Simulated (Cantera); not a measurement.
A closed system holds: 1 mol Si, 0.87 mol CO₂, 9.9 mol N₂, equilibrated at 0.375 Torr.

Cantera equilibrium calculation (NASA polynomials, part measured and part estimated; ideal gas, pure solids and liquids). Candidate condensed phases: C, Si, SiC, SiO₂, Si₂N₂O, Si₃N₄; 34 gas species. N₂ is the only nitrogen source here; it is nearly inert below about 1500 K, so the nitride shown seldom forms there in practice. Mutual solubility and eutectic melting of coexisting phases are not modelled. The tables hold silica as quartz up to 1696 K and as liquid above; real silica turns to tridymite and cristobalite and melts near 1996 K. Kinetics and transport are ignored.

x: gas mole fraction; n: condensed amount in mol.

```tsv
T (K)	x N₂	x CO	x SiO	x CO₂	x Si	n C(graphite)	n SiO₂(β-quartz)	n Si₂N₂O(s)
973	0.967	0.0328	1.57e-11	5.40e-7	<1e-12	0.541	0.607	0.196
1048	0.916	0.0837	1.46e-9	1.44e-6	<1e-12	0	0.247	0.377
1123	0.916	0.0837	7.19e-8	1.53e-6	<1e-12	0	0.247	0.377
1198	0.916	0.0837	___	1.61e-6	<1e-12	0	0.247	0.377
1273	0.916	0.0837	4.31e-5	1.69e-6	1.11e-12	0	0.247	0.377
1348	0.916	0.0836	___	1.77e-6	___	0	0.245	0.375
1423	0.910	0.0830	0.00655	1.83e-6	2.36e-9	0	0.224	0.354
```

### Question
What belongs in the gaps?

### Answer

- 1348, x SiO: 0.000612
- 1348, x Si: 6.34e-11
- 1198, x SiO: 2.16e-6
